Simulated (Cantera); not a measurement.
A perfectly stirred reactor is fed with CH₄ : H₂ : O₂ : N₂ = 1 : 0.69 : 1.56 : 5.88 (molar parts), at 11.8 atm; it is adiabatic with a 575 K inlet, and is followed from long to short residence time, starting on the burning branch (τ in s: 0.34, 0.12, 0.042, 0.015, 0.0051, 0.0018, 0.00062, 0.00022, 7.5e-05, 2.6e-05, 9.1e-06).

Computed with Cantera and GRI-Mech 3.0 (53 species, 325 reactions). The pressure lies above the range GRI-Mech 3.0 was tuned for (to about 10 atm).

### Question
Predict: blow-out, bracketed by the residence times tried; x(CH₄) at τ = 0.340 s; x(H₂) at τ = 0.340 s; x(O₂) at τ = 0.340 s; x(HCO) at τ = 0.340 s; x(CH₄) at τ = 1.80 ms; x(H₂) at τ = 1.80 ms; x(O₂) at τ = 1.80 ms; x(HCO) at τ = 1.80 ms; x(NO₂) at τ = 1.80 ms.

### Answer
```
Quantity                                                                       Value
------------------------------------------------  ----------------------------------
blow-out, bracketed by the residence times tried  burning at 75.0 µs, out at 26.0 µs
x(CH₄) at τ = 0.340 s                                                        4.96e-5
x(H₂) at τ = 0.340 s                                                          0.0898
x(O₂) at τ = 0.340 s                                                         5.45e-6
x(HCO) at τ = 0.340 s                                                        9.29e-8
x(CH₄) at τ = 1.80 ms                                                        0.00290
x(H₂) at τ = 1.80 ms                                                          0.0795
x(O₂) at τ = 1.80 ms                                                        0.000758
x(HCO) at τ = 1.80 ms                                                        2.37e-7
x(NO₂) at τ = 1.80 ms                                                        1.07e-9
```
